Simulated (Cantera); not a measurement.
Charge: 1 mol BCl₃, 0.087 mol O₂, 2.3 mol H₂O, held at 1323.15 K and 13.3 mbar.

These are equilibrium values from Cantera (NASA tables, ideal gas, pure condensed phases), not measurements of a reactor. Candidate condensed phases: B, B₂O₃, B₃O₃H₃, H₂O; 33 gas species. The tables' values for BOCl are old estimates; treat these amounts as uncertain. Gases not in the tables: H₃BO₃. The numbers say what is thermodynamically allowed, not how fast it happens.

Base state: HCl 0.753, H₂O 0.202, O₂ 0.0192, HBO₂ 0.0157, Cl 0.00678, Cl₂ 0.00266, (HBO₂)₃ 8.03e-5, OH 3.14e-5 (mole fractions); condensed: B₂O₃(l).

Task: What changes in the equilibrium state with this change: temperature from 1323.15 K to 900 K?

Result: 
```
species        before     after
------------  -------  --------
HCl             0.753     0.736
H₂O             0.202     0.229
Cl₂           0.00266    0.0219
HBO₂           0.0157   1.05e-5
O₂             0.0192    0.0116
(HBO₂)₃       8.03e-5  0.000612
B₂O₃          2.62e-5     <1e-9
BOCl          1.51e-5     <1e-9
OH            3.14e-5   2.84e-8
Cl            0.00678   9.49e-5
B₂O₃(l), mol    0.469     0.496
```
